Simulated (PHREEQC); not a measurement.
Dissolve 40 mmol/kgw Cu(NO3)2, 96 mmol/kgw HCl and 0.056 mmol/kgw FeCl3 at 56 °C. Closed to the air; pH follows from the charge balance.

Equilibrium calculation in PHREEQC: ion-association model, wateq4f.dat.

No solid was allowed to form.

**Question.** Estimate the pH.

**Answer.** pH 1.12.

**Question.** In which forms is Fe present?

**Answer.** FeCl+2 60 %, Fe+3 32 %, FeOH+2 5.9 %, FeCl2+ 2.5 % of the Fe.

The solution is supersaturated, for example in Hematite (slow to form), so a real one may precipitate; this is no full list. Complexes and solids missing from the database can't appear. At this temperature some constants are extrapolated from 25 °C, and those without enthalpy data are left unchanged.
